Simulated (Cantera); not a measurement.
An isothermal, constant-pressure homogeneous reactor starts with 3.85 % C2H6, 96.2 % N2, at 1500 K and 75.0 Torr.

Cantera simulation using GRI-Mech 3.0 (53 species, 325 reactions); the numbers are that mechanism's predictions, not measurements. GRI-Mech 3.0 stops at C3 and has no aromatics, soot or wall deposition, so with more carbon than oxygen in the feed, carbon stays in small species such as C2H2 where larger ones or solid carbon would form.

One state of this run: x C2H6 = 9.07e-5; x H2 = 0.0459; x CH3 = 0.000204; x C2H = 3.77e-8; x H = 4.54e-5; x C2H2 = 0.0202; x CH2 = 1.45e-7. x: mole fraction; the columns are a selection and need not sum to one.

Q: Which value of t (s) does it belong to?
A. 0.000229
B. 0.0262
C. 0.00801
D. 7.00e-5

A: C, 0.00801
